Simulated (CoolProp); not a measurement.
The numbers come from the reference Helmholtz-energy equation of state, Lemmon 2006 in CoolProp. It is a short technical equation, of lower accuracy than the large ones.

Give the vapour pressure (MPa), enthalpy of vaporisation (kJ/kg), vapour Z of saturated CH3F (R41) at 204.9, 210.5 K.


```csv
T (K),p (MPa),enthalpy of vaporisation (kJ/kg),vapour Z
204.9,0.172,473,0.941
210.5,0.224,465,0.930
```
